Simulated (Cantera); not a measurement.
An adiabatic, constant-pressure homogeneous reactor starts with 18.3 % CH3OH, 17.2 % O2, 64.5 % N2, equivalence ratio 1.6, at 1025 K and 500000 Pa.

Detailed kinetics in Cantera: GRI-Mech 3.0 (53 species, 325 reactions). GRI-Mech 3.0 was tuned for natural gas; its chemistry of methanol as a main component is partial and can be far from experiment.

Question: Predict: time of steepest temperature rise; temperature at 0.100 s; equilibrium temperature; x(O2) at 0.100 s; x(OH) at 0.100 s.

Answer: 
- time of steepest temperature rise = 70.9 ms
- temperature at 0.100 s = 2440 K
- equilibrium temperature = 2440 K
- x(O2) at 0.100 s = 4.07e-5 (gas-phase equilibrium 4.07e-5)
- x(OH) at 0.100 s = 0.00144 (gas-phase equilibrium 0.00144)
